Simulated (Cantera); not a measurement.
Charge: 1 mol HF, 2 mol O₂, 0.048 mol SO₂, equilibrated at 101000 Pa.

These are equilibrium values from Cantera (NASA tables, ideal gas, pure condensed phases), not measurements of a reactor. Candidate condensed phases: H₂O, H₂SO₄, S; 71 gas species. Ions and electrons are included (thermal ionisation). Kinetics and transport are ignored.

log p: log10 of the partial pressure in bar; nothing condenses.

```
T (°C)     log p O    log p O₂    log p HF     log p F     log p H    log p OH   log p SO₂
------  ----------  ----------  ----------  ----------  ----------  ----------  ----------
1727         -3.26       -0.18       -0.48       -3.15       -6.29       -3.84       -1.80
2227    (withheld)       -0.19       -0.49  (withheld)  (withheld)  (withheld)       -1.80
2727         -1.06       -0.24       -0.53       -1.68       -2.67       -1.91       -1.86
3227         -0.52       -0.42       -0.67       -1.26       -1.73       -1.56       -2.10
3727    (withheld)  (withheld)  (withheld)  (withheld)  (withheld)       -1.58  (withheld)
4227         -0.19       -1.46       -1.41       -0.85       -0.90       -1.90       -3.96
4727         -0.17       -2.04       -1.98       -0.80       -0.82       -2.34       -5.14
```

Task: Complete the blanks.

Result: 
- 2227, log p O: -1.93
- 2227, log p F: -2.28
- 2227, log p H: -4.09
- 2227, log p OH: -2.64
- 3727, log p O: -0.26
- 3727, log p O₂: -0.86
- 3727, log p HF: -0.95
- 3727, log p F: -1.00
- 3727, log p H: -1.17
- 3727, log p SO₂: -2.81
